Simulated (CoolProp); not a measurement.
Properties of fluorine along the isobar 20 MPa (Tc = 144.4 K, pc = 5.240 MPa, ω = 0.045).

Computed with CoolProp (reference Helmholtz-energy equation of state, de Reuck 1990).

```
T (K)          phase  density (kg/m³)  expansivity (1/kK)
-----  -------------  ---------------  ------------------
67.6          liquid             1648                   …
93.5          liquid                …               4.108
119.3         liquid             1328               5.288
145.1  supercritical             1131               7.463
170.9  supercritical            889.2               11.32
196.7  supercritical                …                   …
222.5  supercritical            498.5               8.803
248.4  supercritical            408.9                   …
274.2  supercritical                …               5.278
300    supercritical            310.2               4.373
```

Fill in the missing entries.


- 67.6, expansivity (1/kK): 3.402
- 93.5, density (kg/m³): 1498
- 196.7, density (kg/m³): 649.8
- 196.7, expansivity (1/kK): 11.79
- 248.4, expansivity (1/kK): 6.658
- 274.2, density (kg/m³): 351.0
